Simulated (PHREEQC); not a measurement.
0.67 g of hydrous ferric oxide (600 m²/g; 0.2 weak and 0.005 strong sites per Fe, Dzombak-Morel constants, diffuse double layer) in 1 kg of water with 0.005 mol/kgw of an inert sodium salt, at 25 °C; the pH is set by adding NaOH or the inert anion's acid. Oxygen is held at 0.21 atm. No CO2 enters from the air. Precipitation was switched off in this run.

Model: ion-association model, wateq4f.dat, run in PHREEQC.

```csv
pH,surface charge σ (C/m²),surface potential ψ (mV)
3,0.306,213
3.5,0.246,206
4,0.186,(withheld)
4.5,0.133,177
5,0.091,158
5.5,0.060,(withheld)
6,0.038,114
6.5,0.023,89
7,0.013,62
7.5,0.006,34
8,0.001,6
8.5,-0.004,(withheld)
9,-0.009,-50
```

Problem. Fill in the missing entries.

Solution. 
- 4, surface potential ψ (mV): 193
- 5.5, surface potential ψ (mV): 137
- 8.5, surface potential ψ (mV): -22

The oxide is taken as insoluble; below pH 4 it would dissolve.
